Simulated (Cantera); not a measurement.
S + H2 + O2 (abatement and gas-phase synthesis)

Input: 1 mol S, 5 mol H2, 1.3 mol O2, held at 3.60 mbar.

Cantera equilibrium calculation (NASA polynomials, part measured and part estimated; ideal gas, pure solids and liquids). Candidate condensed phases: H2O, H2SO4, S; 19 gas species. Gases not in the tables: S3 to S7. Equilibrium is a limit: real reactors are often held back by kinetics, nucleation or transport.

From 648 K to 3248 K nothing is condensed.

```tsv
T (K)	x H	x H2O	x H2	x H2S	x O	x S2	x S	x SO	x SO2	x OH
648	<1e-12	0.520	0.280	0.200	<1e-12	6.85e-8	<1e-12	<1e-12	2.63e-11	<1e-12
848	1.68e-10	0.520	0.280	0.200	<1e-12	0.000160	1.39e-11	1.35e-9	3.75e-7	<1e-12
1048	7.08e-8	0.513	0.303	0.171	<1e-12	0.0130	4.32e-8	1.80e-6	0.000103	3.78e-10
1248	4.77e-6	0.488	0.375	0.0813	<1e-12	0.0527	4.65e-6	9.08e-5	0.00149	6.34e-8
1448	0.000100	0.462	0.425	0.0319	5.43e-10	0.0704	9.63e-5	0.00110	0.00751	2.59e-6
1648	0.00101	0.421	0.464	0.0136	7.32e-8	0.0669	0.000838	0.00615	0.0208	4.12e-5
1848	0.00626	0.367	0.502	0.00629	3.20e-6	0.0511	0.00408	0.0197	0.0358	0.000337
2048	0.0269	0.311	0.520	0.00279	6.54e-5	0.0295	0.0124	0.0414	0.0447	0.00175
2248	0.0861	0.261	0.495	0.00101	0.000818	0.0111	0.0237	0.0610	0.0449	0.00681
2448	0.212	0.207	0.408	0.000277	0.00723	0.00270	0.0304	0.0671	0.0382	0.0209
2648	0.403	0.116	0.271	6.76e-5	0.0400	0.000711	0.0350	0.0591	0.0236	0.0418
2848	0.587	0.0299	0.133	1.67e-5	0.107	0.000320	0.0472	0.0387	0.00696	0.0388
3048	0.682	0.00410	0.0502	3.51e-6	0.158	0.000163	0.0618	0.0170	0.000965	0.0192
3248	0.716	0.000487	0.0181	6.70e-7	0.180	7.11e-5	0.0695	0.00591	9.80e-5	0.00762
```
x: gas mole fraction; nothing condenses.
